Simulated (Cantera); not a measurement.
Charge: 1 mol Fe3O4, 0.57 mol CH4, 0.42 mol N2, equilibrated at 11000 Pa.

Method: chemical equilibrium by Gibbs-energy minimisation in Cantera with the NASA 1993 tables (ideal gas, pure condensed phases). Candidate condensed phases: C, C6H6, C7H8, C8H18, Fe, Fe(CO)5, FeO, Fe(OH)2, Fe(OH)3, Fe2O3, Fe3O4, H2O; 140 gas species. The tables' stoichiometric FeO is somewhat more stable than real wüstite, so its field is too wide. FeO: taken at fixed stoichiometry. The numbers say what is thermodynamically allowed, not how fast it happens. All values below are at 1102 °C.

Base state: H2 0.378, CO 0.223, N2 0.197, H2O 0.157, CO2 0.0448 (mole fractions); condensed: FeO(s).

### Question
What changes in the equilibrium state with this change: CH4 from 0.57 to 5.9 mol?

### Answer
```json
[
 {"species": "H2", "before": "0.378", "after": "0.727"},
 {"species": "CO", "before": "0.223", "after": "0.247"},
 {"species": "N2", "before": "0.197", "after": "0.0259"},
 {"species": "H2O", "before": "0.157", "after": "9.07e-5"},
 {"species": "CO2", "before": "0.0448", "after": "1.49e-5"},
 {"species": "CH4", "before": "2.12e-8", "after": "0.000289"},
 {"species": "HCN", "before": "2.99e-8", "after": "5.54e-5"},
 {"species": "FeO(s), mol", "before": "3.00", "after": "0"},
 {"species": "C(graphite), mol", "before": "0", "after": "1.90"},
 {"species": "Fe(γ), mol", "before": "0", "after": "3.00"}
]
```
Condensed phases not in the tables: cementite and carbon dissolved in iron.
